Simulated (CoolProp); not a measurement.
Vapour-liquid equilibrium of n-octane (1) + p-xylene (2) at 0.149 bar; x and y are mole fractions of (1).

Computed with CoolProp (multi-fluid Helmholtz-energy mixture model, Beckmüller 2019 and Zhou 2012; pair parameters Bell 2016).

```tsv
x	bubble temperature (K)	y at the bubble point	dew temperature at overall composition x (K)	liquid density (mol/L)
0.05	350.7	0.093	351.2	7.511
0.125	349.1	0.210	350.2	7.348
0.2	347.8	0.306	349.2	7.190
0.275	346.8	0.389	348.3	7.036
0.35	345.9	0.463	347.3	6.888
0.425	345.1	0.531	346.4	6.745
0.5	344.5	0.595	345.5	6.607
0.575	343.9	0.656	344.7	6.473
0.65	343.4	0.716	343.9	6.345
0.725	342.9	0.776	343.3	6.220
0.8	342.5	0.836	342.7	6.100
0.875	342.1	0.896	342.2	5.985
0.95	341.8	0.958	341.8	5.873
```

No azeotrope shows between x = 0.05 and 0.95.

The pair parameters rest on a limited set of measurements; away from them the model extrapolates.
